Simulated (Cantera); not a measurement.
Cantera run, input and output.

```python
import numpy as np
import cantera as ct

gas = ct.Solution("gri30.yaml")
gas.TPX = 1700, 13332, {'CH4': 1, 'H2O': 1.7}
inlet = ct.Reservoir(gas, clone=True)

reactor = ct.IdealGasConstPressureReactor(gas, energy="off", clone=False)
exhaust = ct.Reservoir(gas, clone=True)
tau = [1.9, 0.88, 0.41, 0.2, 0.092, 0.044, 0.021, 0.0097, 0.0046][0]
for a, b in ((inlet, reactor), (reactor, exhaust)):
    ct.MassFlowController(a, b, mdot=lambda t: reactor.mass / tau)
net = ct.ReactorNet([reactor])
show = ['CH4', 'H2O', 'O2', 'CH2O', 'HO2', 'C2H2']

rows = []
print(f"{'tau/s':>10s}{'T/K':>9s}" + "".join(f"{s:>11s}" for s in show))
for tau in [1.9, 0.88, 0.41, 0.2, 0.092, 0.044, 0.021, 0.0097, 0.0046]:
    net.initial_time = 0.0
    net.advance(30 * tau)
    before = gas.X
    net.advance(40 * tau)
    drift = np.max(np.abs(gas.X - before) / (gas.X + 1e-9))
    rows.append([gas.T, *gas[show].X, drift])
    print(f"{tau:10.3e}{gas.T:9.1f}" + "".join(f"{x:11.3e}" for x in gas[show].X))
```

It prints:

```
     tau/s      T/K        CH4        H2O         O2       CH2O        HO2       C2H2
 1.900e+00   1700.0  2.999e-02  2.811e-01  4.160e-10  1.056e-06  2.447e-13  4.709e-02
 8.800e-01   1700.0  4.145e-02  3.334e-01  5.601e-10  1.857e-06  3.358e-13  6.253e-02
 4.100e-01   1700.0  5.724e-02  3.874e-01  7.438e-10  3.184e-06  4.283e-13  7.537e-02
 2.000e-01   1700.0  7.815e-02  4.348e-01  9.506e-10  5.138e-06  4.920e-13  8.204e-02
 9.200e-02   1700.0  1.099e-01  4.791e-01  1.218e-09  8.337e-06  5.219e-13  8.083e-02
 4.400e-02   1700.0  1.496e-01  5.144e-01  1.534e-09  1.281e-05  5.271e-13  7.131e-02
 2.100e-02   1700.0  1.968e-01  5.455e-01  1.888e-09  1.908e-05  5.283e-13  5.555e-02
 9.700e-03   1700.0  2.486e-01  5.747e-01  2.104e-09  2.740e-05  5.214e-13  3.595e-02
 4.600e-03   1700.0  2.951e-01  5.988e-01  1.832e-09  3.514e-05  4.776e-13  1.818e-02
```

Model: GRI-Mech 3.0 (53 species, 325 reactions), integrated in Cantera.
